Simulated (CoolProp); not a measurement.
Saturated liquid density (kg/m³) of CH2F2 (R32): the reference equation beside estimates from Tc = 78.1 °C, pc = 5.783 MPa, ω = 0.277. Rackett uses Z = 0.29056 − 0.08775 ω.

Values from CoolProp's reference Helmholtz-energy equation of state, Tillner-Roth 1997.

| T (°C) | reference | Rackett | Redlich-Kwong | Soave-Redlich-Kwong | Peng-Robinson |
|---|---|---|---|---|---|
| -98.45 | 1335 | 1147 | 1004 | 1028 | 1156 |
| -90.25 | 1315 | 1131 | 989.6 | 1015 | 1142 |
| -82.15 | 1294 | 1114 | 974.5 | 1002 | 1128 |
| -74.05 | 1273 | 1097 | 958.7 | 987.7 | 1113 |
| -65.85 | 1251 | 1079 | 941.9 | 972.8 | 1097 |
| -57.75 | 1230 | 1061 | 924.7 | 957.3 | 1081 |
| -49.65 | 1207 | 1042 | 906.7 | 940.9 | 1063 |
| -41.45 | 1184 | 1023 | 887.6 | 923.3 | 1044 |
| -33.35 | 1161 | 1004 | 867.9 | 904.9 | 1024 |
| -25.25 | 1137 | 983.4 | 847.1 | 885.4 | 1003 |
| -17.05 | 1111 | 962.2 | 825.1 | 864.3 | 979.4 |
| -8.95 | 1085 | 940.5 | 802.1 | 842.0 | 954.7 |
| -0.85 | 1058 | 917.8 | 777.9 | 818.2 | 928.2 |
| 7.25 | 1030 | 893.9 | 752.2 | 792.6 | 899.5 |
| 15.45 | 999.2 | 868.4 | 724.4 | 764.5 | 867.8 |

Absolute difference from the reference over all 15 rows, mean and median: Rackett 13.6 and 13.6 %, Redlich-Kwong 25.5 and 25.0 %, Soave-Redlich-Kwong 22.5 and 22.4 %, Peng-Robinson 12.4 and 12.3 %.
